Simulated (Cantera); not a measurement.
Feed: 1 mol CH3Cl, 0.47 mol H2, held at 700 K and 0.100 bar.

Method: chemical equilibrium by Gibbs-energy minimisation in Cantera with the NASA 1993 tables (ideal gas, pure condensed phases). Candidate condensed phases: C, C6H6, C7H8, C8H18; 91 gas species. Kinetics and transport are ignored.

### Question
What is the equilibrium state?

### Answer
```json
{
 "x(HCl)": "0.461",
 "x(H2)": "0.402",
 "x(CH4)": "0.137",
 "n(C(graphite))": "0.701 mol",
 "gas_amount": "2.171 mol"
}
```
